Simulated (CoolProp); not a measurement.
Aqueous ethanol as a coolant, at 15 °C, 1 atm.

Model: Melinder's fits for secondary coolants, in CoolProp.

| mass % | freezing point (°C) | Prandtl number | density (kg/m³) | cp (kJ/(kg K)) | viscosity (mPa s) |
|---|---|---|---|---|---|
| 2 | -0.8 | 9.06 | 995.1 | 4.213 | 1.24 |
| 8.2 | -3.5 | 13.4 | 985.4 | 4.306 | 1.66 |
| 14.5 | -7.1 | 19.1 | 977.6 | 4.352 | 2.17 |
| 20.7 | -11.7 | 25.3 | 970.1 | 4.333 | 2.67 |
| 27 | -17.3 | 31.2 | 961.6 | 4.256 | 3.10 |
| 33.2 | -23.2 | 35.8 | 951.7 | 4.143 | 3.38 |
| 39.4 | -29.0 | 38.9 | 940.1 | 4.013 | 3.51 |
| 45.7 | -34.3 | 40.7 | 927.0 | 3.877 | 3.51 |
| 51.9 | -39.0 | 41.4 | 913.3 | 3.739 | 3.41 |
| 58.2 | -43.5 | 40.6 | 899.2 | 3.566 | 3.24 |
